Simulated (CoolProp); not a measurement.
Values from CoolProp's reference Helmholtz-energy equation of state, Lemmon 2006. It is a short technical equation, of lower accuracy than the large ones.

**Question.** For R141b, give the phase and the density (kg/m³), isothermal compressibility (1/MPa), expansivity (1/kK), conductivity (mW/(m K)) at 203.1 K and 77.4 kPa; 330.7 K and 382 kPa; 478 K and 23600 kPa.

**Answer.** 
- 203.1 K and 77.4 kPa: liquid; density 1410, isothermal compressibility 0.000702, expansivity 1.28, conductivity 118
- 330.7 K and 382 kPa: liquid; density 1170, isothermal compressibility 0.00250, expansivity 1.81, conductivity 82.1
- 478 K and 23600 kPa: supercritical; density 957, isothermal compressibility 0.00593, expansivity 2.08, conductivity 69.0

Thermal conductivity comes from a separate model (Huber 2003), an estimate that may be off by 10 % or more.
